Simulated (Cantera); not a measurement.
A closed system holds: 1 mol Fe₃O₄, 4.6 mol C, 0.46 mol CO, equilibrated at 0.220 bar.

Equilibrium computed with Cantera from the NASA thermochemical tables; the gas is ideal and each condensed phase is pure. Candidate condensed phases: C, Fe, Fe(CO)₅, FeO, Fe₂O₃, Fe₃O₄; 15 gas species. Iron dissolves carbon and melts from about 1420 K in contact with it, which pure phases cannot show. Condensed phases not in the tables: cementite and carbon dissolved in iron. The numbers say what is thermodynamically allowed, not how fast it happens.

x: gas mole fraction; n: condensed amount in mol.

| T (°C) | x CO | x CO₂ | x Fe | n C(graphite) | n Fe(α) | n Fe(γ) |
|---|---|---|---|---|---|---|
| 775 | 0.955 | 0.0446 | <1e-12 | 0.790 | 3.00 | 0 |
| 825 | 0.981 | 0.0193 | ? | 0.685 | 3.00 | 0 |
| 875 | 0.991 | 0.00879 | ? | 0.639 | 3.00 | 0 |
| 925 | 0.996 | 0.00424 | ? | 0.619 | 0 | 3.00 |
| 975 | 0.998 | 0.00216 | ? | 0.610 | 0 | 3.00 |
| 1025 | 0.999 | 0.00116 | ? | 0.605 | 0 | 3.00 |
| 1075 | 0.999 | 0.000655 | ? | 0.603 | 0 | 3.00 |
| 1125 | 1.000 | 0.000385 | ? | 0.602 | 0 | 3.00 |
| 1175 | 1.000 | 0.000235 | ? | 0.601 | 0 | 3.00 |

Problem. Fill in the missing entries.

Solution. 
- 825, x Fe: 5.29e-12
- 875, x Fe: 3.63e-11
- 925, x Fe: 2.11e-10
- 975, x Fe: 1.06e-9
- 1025, x Fe: 4.69e-9
- 1075, x Fe: 1.85e-8
- 1125, x Fe: 6.63e-8
- 1175, x Fe: 2.17e-7
